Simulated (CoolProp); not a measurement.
Saturation properties of dodecamethylcyclohexasiloxane (D6) (Tc = 645.8 K, pc = 9.614 bar, ω = 0.736).

The numbers come from the reference Helmholtz-energy equation of state, Colonna 2008 in CoolProp. It is a short technical equation, of lower accuracy than the large ones.

| T (K) | p (bar) | vapour density (kg/m³) | liquid cp (kJ/(kg K)) |
|---|---|---|---|
| 419.2 | 0.05605 | 0.7225 | 1.816 |
| 440.3 | 0.1203 | 1.488 | 1.860 |
| 461.4 | 0.2354 | 2.816 | 1.904 |
| 482.4 | 0.4256 | 4.963 | 1.949 |
| 503.5 | 0.7239 | 8.310 | 1.995 |
| 524.6 | 1.168 | 13.35 | 2.043 |
| 545.7 | 1.803 | 20.83 | 2.096 |
| 566.8 | 2.684 | 31.94 | 2.158 |
| 587.9 | 3.881 | 48.80 | 2.239 |
| 608.9 | 5.471 | 75.56 | 2.365 |

It boils at 518.1 K under 1 atm.
